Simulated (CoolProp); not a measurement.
The fluid at 344.99 K and 1.46 MPa (gas) is heated at constant pressure to 377.2 K. The same conditions are run with several fluids, on thermodynamics alone (safety and materials aside).

Model: reference Helmholtz-energy equation of state of each fluid (R407C: Lemmon 2003; ammonia: Gao 2020; R22: Kamei 1995; R410A: Lemmon 2003; R143a: Lemmon and Jacobsen 2000), in CoolProp. Blends and air are pseudo-pure fits.

```json
[
 {"fluid": "R407C", "heat (kJ/kg)": "34.2", "final density (kg/m³)": "44.7"},
 {"fluid": "ammonia", "heat (kJ/kg)": "85.9", "final density (kg/m³)": "8.48"},
 {"fluid": "R22", "heat (kJ/kg)": "26.9", "final density (kg/m³)": "44.7"},
 {"fluid": "R410A", "heat (kJ/kg)": "33.0", "final density (kg/m³)": "36.8"},
 {"fluid": "R143a", "heat (kJ/kg)": "38.3", "final density (kg/m³)": "44.1"}
]
```
